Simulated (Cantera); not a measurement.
Thermodynamics of aluminium nitride and oxide growth, feed AlCl₃ + N₂ + O₂

Charge: 1 mol AlCl₃, 4.2 mol N₂, 0.69 mol O₂, held at 540 Pa.

Equilibrium computed with Cantera from the NASA thermochemical tables; the gas is ideal and each condensed phase is pure. Candidate condensed phases: Al, AlCl₃, AlN, Al₂O₃; 24 gas species. The tables' values for AlCl₂ are old estimates; treat these amounts as uncertain. Condensed phases not in the tables: AlOCl. Rates play no part.

```json
[
 {"T (K)": "673", "x N₂": "0.742", "x Cl": "1.90e-6", "x Cl₂": "0.244", "x AlCl₃": "0.0139", "x AlCl₂": "<1e-12", "n Al₂O₃(s)": "0.460"},
 {"T (K)": "873", "x N₂": "0.742", "x Cl": "0.000298", "x Cl₂": "0.244", "x AlCl₃": "0.0141", "x AlCl₂": "<1e-12", "n Al₂O₃(s)": "0.460"},
 {"T (K)": "1073", "x N₂": "0.739", "x Cl": "0.00716", "x Cl₂": "0.239", "x AlCl₃": "0.0141", "x AlCl₂": "1.46e-11", "n Al₂O₃(s)": "0.460"},
 {"T (K)": "1273", "x N₂": "0.720", "x Cl": "0.0600", "x Cl₂": "0.206", "x AlCl₃": "0.0137", "x AlCl₂": "3.02e-9", "n Al₂O₃(s)": "0.460"},
 {"T (K)": "1473", "x N₂": "0.661", "x Cl": "0.217", "x Cl₂": "0.108", "x AlCl₃": "0.0132", "x AlCl₂": "1.84e-7", "n Al₂O₃(s)": "0.458"},
 {"T (K)": "1673", "x N₂": "0.611", "x Cl": "0.351", "x Cl₂": "0.0241", "x AlCl₃": "0.0124", "x AlCl₂": "6.70e-6", "n Al₂O₃(s)": "0.457"},
 {"T (K)": "1873", "x N₂": "0.599", "x Cl": "0.385", "x Cl₂": "0.00413", "x AlCl₃": "0.0116", "x AlCl₂": "0.000147", "n Al₂O₃(s)": "0.458"},
 {"T (K)": "2073", "x N₂": "0.595", "x Cl": "0.391", "x Cl₂": "0.000885", "x AlCl₃": "0.00932", "x AlCl₂": "0.00159", "n Al₂O₃(s)": "0.457"}
]
```
x: gas mole fraction; n: condensed amount in mol.

From 673 K to 2073 K the condensed part is Al₂O₃(s). The main Al-bearing gas is AlCl₃ throughout.
